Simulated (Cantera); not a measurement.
**Diamond growth**

A diamond (100) surface in a fixed gas of H2 with x(CH4) = 0.021, x(H) = 0.0042, x(CH3) = 0.00011, at 1048 K; coverages are run to steady state.

Cantera simulation using the Harris–Goodwin 1993 mechanism for the reconstructed diamond (100) surface; the numbers are that mechanism's predictions, not measurements.

```tsv
P (Pa)	growth (µm/h)	θ c6HH	θ c6H*	θ c6*H	θ c6**	θ c6HM
630	0.216	0.551	0.0225	0.405	0.0130	0.00545
1100	0.480	0.550	0.0225	0.404	0.0130	0.00703
2000	1.05	0.549	0.0224	0.403	0.0130	0.00852
3600	2.12	0.548	0.0224	0.403	0.0130	0.00962
6500	4.12	0.547	0.0224	0.402	0.0130	0.0104
12000	7.94	0.547	0.0224	0.402	0.0130	0.0109
21000	14.2	0.547	0.0225	0.402	0.0130	0.0111
37000	25.4	0.547	0.0226	0.401	0.0130	0.0113
```
θ: site fractions in the mechanism's names (c6HH fully hydrogenated, c6H* and c6*H radical sites, c6** diradical, c6HM methylated).
